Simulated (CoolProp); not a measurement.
Vapour-liquid equilibrium of R134a (1) + R245fa (2) at 0.445 MPa; x and y are mole fractions of (1).

Values from CoolProp's multi-fluid Helmholtz-energy mixture model, Tillner-Roth 1994 and Akasaka 2015; pair parameters Akasaka 2014.

Q: Give the bubble temperature and the first vapour's composition at x = 0.125, 0.5, 0.575. Is there an azeotrope?

A: x = 0.125: 322.4 K, y = 0.315; x = 0.5: 302.0 K, y = 0.784; x = 0.575: 299.0 K, y = 0.833. No azeotrope shows between x = 0.05 and 0.95.

The pair parameters rest on a limited set of measurements; away from them the model extrapolates.
